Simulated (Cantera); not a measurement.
Thermodynamics of silicon etching in halogen gases, feed Si + HBr

Feed: 1 mol Si, 1.4 mol HBr, held at 0.390 bar.

These are equilibrium values from Cantera (NASA tables, ideal gas, pure condensed phases), not measurements of a reactor. Candidate condensed phases: Br2, Si; 19 gas species. The tables' values for SiBr3 are old estimates; treat these amounts as uncertain. Rates play no part.

```json
[
 {"T (K)": "525", "log p H2": "-0.59", "log p SiBr4": "-0.90", "log p HBr": "-5.00", "log p SiHBr3": "-2.24", "log p SiBr2": "-10.41", "log p SiBr3": "-8.37", "log p SiH2Br2": "-3.93", "log p SiH3Br": "-6.06", "n Si(s)": "0.646"},
 {"T (K)": "600", "log p H2": "-0.59", "log p SiBr4": "-0.90", "log p HBr": "-4.18", "log p SiHBr3": "-2.16", "log p SiBr2": "-8.50", "log p SiBr3": "-7.01", "log p SiH2Br2": "-3.76", "log p SiH3Br": "-5.81", "n Si(s)": "0.645"},
 {"T (K)": "675", "log p H2": "-0.59", "log p SiBr4": "-0.90", "log p HBr": "-3.55", "log p SiHBr3": "-2.11", "log p SiBr2": "-7.02", "log p SiBr3": "-5.96", "log p SiH2Br2": "-3.65", "log p SiH3Br": "-5.63", "n Si(s)": "0.645"},
 {"T (K)": "750", "log p H2": "-0.59", "log p SiBr4": "-0.91", "log p HBr": "-3.04", "log p SiHBr3": "-2.07", "log p SiBr2": "-5.84", "log p SiBr3": "-5.13", "log p SiH2Br2": "-3.56", "log p SiH3Br": "-5.50", "n Si(s)": "0.644"},
 {"T (K)": "825", "log p H2": "-0.59", "log p SiBr4": "-0.91", "log p HBr": "-2.63", "log p SiHBr3": "-2.03", "log p SiBr2": "-4.88", "log p SiBr3": "-4.45", "log p SiH2Br2": "-3.49", "log p SiH3Br": "-5.39", "n Si(s)": "0.645"},
 {"T (K)": "900", "log p H2": "-0.60", "log p SiBr4": "-0.92", "log p HBr": "-2.30", "log p SiHBr3": "-2.01", "log p SiBr2": "-4.09", "log p SiBr3": "-3.88", "log p SiH2Br2": "-3.43", "log p SiH3Br": "-5.31", "n Si(s)": "0.646"},
 {"T (K)": "975", "log p H2": "-0.60", "log p SiBr4": "-0.92", "log p HBr": "-2.01", "log p SiHBr3": "-2.00", "log p SiBr2": "-3.42", "log p SiBr3": "-3.41", "log p SiH2Br2": "-3.40", "log p SiH3Br": "-5.25", "n Si(s)": "0.648"},
 {"T (K)": "1050", "log p H2": "-0.61", "log p SiBr4": "-0.94", "log p HBr": "-1.77", "log p SiHBr3": "-1.99", "log p SiBr2": "-2.85", "log p SiBr3": "-3.01", "log p SiH2Br2": "-3.37", "log p SiH3Br": "-5.20", "n Si(s)": "0.651"},
 {"T (K)": "1125", "log p H2": "-0.63", "log p SiBr4": "-0.96", "log p HBr": "-1.57", "log p SiHBr3": "-2.00", "log p SiBr2": "-2.37", "log p SiBr3": "-2.67", "log p SiH2Br2": "-3.36", "log p SiH3Br": "-5.17", "n Si(s)": "0.653"}
]
```
log p: log10 of the partial pressure in bar; n: condensed amount in mol.

From 525 K to 1125 K the condensed part is Si(s). The main Si-bearing gas is SiBr4 throughout.
